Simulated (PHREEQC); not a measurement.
Consider water at 25 °C with 0.015 mol LiOH and 3.5e-05 mol K2SiO3 per kg of water. Closed to the air; pH follows from the charge balance.

The numbers come from PHREEQC with the ion-association model, wateq4f.dat.

**Question.** The ionic strength comes out as 0.0151 mol/kgw. What activity coefficients do K+, H3SiO4-, H2SiO4-2, OH-, Li+ get?

**Answer.** K+ 0.88, H3SiO4- 0.88, H2SiO4-2 0.62, OH- 0.88, Li+ 0.89.

Precipitation was switched off in this run.
